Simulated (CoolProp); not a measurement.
Saturation properties of methanol (Tc = 513.4 K, pc = 82.16 bar, ω = 0.565).

Values from CoolProp's reference Helmholtz-energy equation of state, de Reuck 1993.

| T (K) | p (bar) | liquid cp (kJ/(kg K)) | liquid viscosity (µPa s) |
|---|---|---|---|
| 327.3 | 0.6651 | [?] | 369 |
| 333.6 | 0.8627 | 2.792 | 342 |
| 339.9 | [?] | 2.845 | 318 |
| 346.2 | [?] | 2.901 | 296 |
| 352.5 | [?] | [?] | 276 |
| 358.8 | 2.207 | 3.020 | 258 |
| 365.1 | [?] | 3.084 | 242 |
| 371.4 | 3.347 | 3.150 | 227 |
| 377.7 | [?] | 3.219 | 213 |
| 384 | 4.924 | 3.291 | 200 |

### Question
Some entries are withheld; supply them.

### Answer

- 327.3, liquid cp (kJ/(kg K)): 2.740
- 339.9, p (bar): 1.107
- 346.2, p (bar): 1.406
- 352.5, p (bar): 1.770
- 352.5, liquid cp (kJ/(kg K)): 2.960
- 365.1, p (bar): 2.729
- 377.7, p (bar): 4.074

It boils at 337.6 K under 1 atm.

Viscosity comes from a separate model (Xiang 2006).
